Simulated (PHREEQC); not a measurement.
Acid rinse or clean: an equilibrium model

Solution (25 °C): 0.044 mol/kgw HCl, 0.00067 mol/kgw CaCl2 and 5.4e-05 mol/kgw CuCl2. Closed to the air; pH follows from the charge balance.

Computed with PHREEQC (ion-association model, phreeqc.dat).

Each row changes one thing in this solution. This is a speciation only: nothing precipitates in the calculation.

```json
[
 {"case": "as made", "pH": "1.42", "Cu+2 (mol/kgw)": "5.09e-5", "CuCl+ (mol/kgw)": "3.06e-6", "CuCl2 (mol/kgw)": "4.97e-8"},
 {"case": "HCl from 0.044 to 0.088 mol/kgw", "pH": "1.14", "Cu+2 (mol/kgw)": "4.90e-5", "CuCl+ (mol/kgw)": "4.85e-6", "CuCl2 (mol/kgw)": "1.37e-7"},
 {"case": "diluted 5-fold with water", "pH": "2.09", "Cu+2 (mol/kgw)": "1.06e-5", "CuCl+ (mol/kgw)": "1.78e-7", "CuCl2 (mol/kgw)": "7.08e-10"},
 {"case": "diluted 10-fold with water", "pH": "2.38", "Cu+2 (mol/kgw)": "5.35e-6", "CuCl+ (mol/kgw)": "4.94e-8", "CuCl2 (mol/kgw)": "1.04e-10"},
 {"case": "diluted 2-fold with water", "pH": "1.71", "Cu+2 (mol/kgw)": "2.61e-5", "CuCl+ (mol/kgw)": "9.19e-7", "CuCl2 (mol/kgw)": "8.28e-9"},
 {"case": "CaCl2 left out", "pH": "1.42", "Cu+2 (mol/kgw)": "5.09e-5", "CuCl+ (mol/kgw)": "3.00e-6", "CuCl2 (mol/kgw)": "4.77e-8"},
 {"case": "temperature from 25 to 65 °C", "pH": "1.43", "Cu+2 (mol/kgw)": "4.07e-5", "CuCl+ (mol/kgw)": "1.30e-5", "CuCl2 (mol/kgw)": "3.00e-7"},
 {"case": "HCl from 0.044 to 0.0484 mol/kgw", "pH": "1.38", "Cu+2 (mol/kgw)": "5.07e-5", "CuCl+ (mol/kgw)": "3.26e-6", "CuCl2 (mol/kgw)": "5.73e-8"}
]
```

At this temperature some constants are extrapolated from 25 °C, and those without enthalpy data are left unchanged.
